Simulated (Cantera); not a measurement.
A closed system holds: 1 mol Si₃H₈, 26 mol H₂, 0.33 mol Cl₂, equilibrated at 0.100 bar.

These are equilibrium values from Cantera (NASA tables, ideal gas, pure condensed phases), not measurements of a reactor. Candidate condensed phases: Si; 19 gas species. The feed counts by its element totals alone. The tables' values for SiCl₃ are old estimates; treat these amounts as uncertain. Kinetics and transport are ignored. All values below are at 1398 K.

Base state: H₂ 0.979, HCl 0.0193, SiCl₂ 0.00112, SiCl₃ 3.50e-5, SiHCl₃ 1.66e-5, H 1.48e-5 (mole fractions); condensed: Si(s).

### Question
What changes in the equilibrium state with this change: Cl₂ from 0.33 to 0.39 mol?

### Answer
| species | before | after |
|---|---|---|
| H₂ | 0.979 | 0.976 |
| HCl | 0.0193 | 0.0224 |
| SiCl₂ | 0.00112 | 0.00151 |
| SiCl₃ | 3.50e-5 | 5.45e-5 |
| SiHCl₃ | 1.66e-5 | 2.58e-5 |
| SiH₂Cl₂ | 8.87e-6 | 1.19e-5 |
| H | 1.48e-5 | 1.48e-5 |
| Si(s), mol | 2.96 | 2.95 |
